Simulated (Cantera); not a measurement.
A Cantera script and its output.

```python
import numpy as np
import cantera as ct

gas = ct.Solution("gri30.yaml")
gas.TPX = 1748, 101325, {'CH4': 1, 'O2': 1.67, 'N2': 6.27, 'H2O': 1.3}
reactor = ct.IdealGasConstPressureReactor(gas, energy="on", clone=False)
net = ct.ReactorNet([reactor])
net.rtol, net.atol = 1e-08, 1e-16
show = ['CH4', 'O2', 'H2O', 'CO', 'HO2', 'NO', 'CH2CO']
times = np.geomspace(9e-06, 3, 10)

steps = ct.SolutionArray(gas, extra=["t"])
rows = []
print(f"{'t/s':>10s}{'T/K':>9s}{'P/Pa':>11s}" + "".join(f"{s:>11s}" for s in show))
for t in times:
    while net.time < t:
        t_next = net.step()
        steps.append(gas.state, t=t_next)
    rows.append([np.interp(t, steps.t, y) for y in (steps.T, steps.P, *steps(*show).X.T)])
    print(f"{t:10.3e}{rows[-1][0]:9.1f}{rows[-1][1]:11.4g}" + "".join(f"{x:11.3e}" for x in rows[-1][2:]))
rate = np.gradient(steps.T, steps.t)
print("integrator steps:", len(steps.t))
if steps.T.max() > steps.T[0] + 200:
    print(f"time of steepest temperature rise: {steps.t[rate.argmax()]:.4e} s")
gas.TPX = 1748, 101325, {'CH4': 1, 'O2': 1.67, 'N2': 6.27, 'H2O': 1.3}
gas.equilibrate("HP")
print(f"equilibrium (HP): T = {gas.T:.1f} K  " + "  ".join(f"{s} {gas[s].X[0]:.3e}" for s in show))
```

Result:

```
       t/s      T/K       P/Pa        CH4         O2        H2O         CO        HO2         NO      CH2CO
 9.000e-06   1747.7  1.013e+05  9.756e-02  1.631e-01  1.270e-01  9.430e-08  5.497e-06  7.975e-13  9.601e-12
 3.697e-05   1747.1  1.013e+05  9.695e-02  1.628e-01  1.272e-01  1.057e-05  1.036e-05  8.414e-12  1.773e-08
 1.519e-04   1833.9  1.013e+05  6.664e-02  1.425e-01  1.466e-01  9.933e-03  1.719e-04  4.739e-09  3.460e-04
 6.240e-04   2736.4  1.013e+05  1.676e-14  1.029e-02  2.437e-01  4.900e-02  4.093e-06  1.124e-03  9.706e-17
 2.564e-03   2731.8  1.013e+05  1.842e-14  9.386e-03  2.437e-01  4.929e-02  3.778e-06  4.399e-03  1.030e-16
 1.053e-02   2728.7  1.013e+05  1.909e-14  9.014e-03  2.436e-01  4.945e-02  3.640e-06  5.873e-03  1.052e-16
 4.327e-02   2728.7  1.013e+05  1.909e-14  9.012e-03  2.436e-01  4.945e-02  3.639e-06  5.879e-03  1.052e-16
 1.778e-01   2728.7  1.013e+05  1.909e-14  9.012e-03  2.436e-01  4.945e-02  3.639e-06  5.879e-03  1.052e-16
 7.302e-01   2728.7  1.013e+05  1.909e-14  9.012e-03  2.436e-01  4.945e-02  3.639e-06  5.879e-03  1.052e-16
 3.000e+00   2728.7  1.013e+05  1.909e-14  9.012e-03  2.436e-01  4.945e-02  3.639e-06  5.879e-03  1.052e-16
integrator steps: 1666
time of steepest temperature rise: 1.7422e-04 s
equilibrium (HP): T = 2728.7 K  CH4 2.393e-14  O2 9.012e-03  H2O 2.436e-01  CO 4.945e-02  HO2 3.639e-06  NO 5.879e-03  CH2CO 1.146e-16
```

Model: GRI-Mech 3.0 (53 species, 325 reactions), integrated in Cantera.
